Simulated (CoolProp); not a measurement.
Computed with CoolProp (reference Helmholtz-energy equation of state, Thol 2018).

Question: Give the vapour pressure (bar), liquid density (kg/m³), vapour Z of saturated hydrogen chloride at 208.1, 262.3, 267.7 K.

Answer: 
| T (K) | p (bar) | liquid density (kg/m³) | vapour Z |
|---|---|---|---|
| 208.1 | 2.79 | 1130 | 0.942 |
| 262.3 | 19.3 | 969 | 0.792 |
| 267.7 | 22.4 | 949 | 0.770 |
